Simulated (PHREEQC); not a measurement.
Dissolve 5.5 mmol/kgw FeCl3 at 25 °C. It is in equilibrium with CO2 at log p = -3.4 (atm). Otherwise closed; pH follows from the charge balance.

The numbers come from PHREEQC with the ion-association model, wateq4f.dat.

This is a speciation only: nothing precipitates in the calculation.

Question: What pH, ionic strength does the model give?

Answer: pH 2.51; ionic strength 0.0270 mol/kgw.

Question: In which forms is Cl present?

Answer: Cl- 97 %, FeCl+2 2.5 % of the Cl.

Examples of supersaturated solids here: Hematite (slow to form), Goethite (slow to form). Others may be too.
